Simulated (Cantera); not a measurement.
A closed system holds: 1 mol C, 0.065 mol NH3, equilibrated at 1 atm.

These are equilibrium values from Cantera (NASA tables, ideal gas, pure condensed phases), not measurements of a reactor. Candidate condensed phases: C, C6H6, C7H8, C8H18; 92 gas species. Kinetics and transport are ignored. All values below are at 2573 K.

Base state: H2 0.696, N2 0.227, HCN 0.0336, H 0.0285, C2H2 (acetylene) 0.0101, HNC 0.00427, CN 8.80e-5, CH4 6.56e-5 (mole fractions); condensed: C(graphite).

Question: What changes in the equilibrium state with this change: C replaced by C2H4?

Answer: 
| species | before | after |
|---|---|---|
| H2 | 0.696 | 0.933 |
| H | 0.0285 | 0.0330 |
| C2H2 (acetylene) | 0.0101 | 0.0136 |
| N2 | 0.227 | 0.0103 |
| HCN | 0.0336 | 0.00830 |
| C2N2 | 2.70e-5 | 1.23e-6 |
| CN | 8.80e-5 | 1.87e-5 |
| HNC | 0.00427 | 0.00105 |
| CH4 | 6.56e-5 | 0.000118 |
| C(graphite), mol | 0.992 | 1.92 |
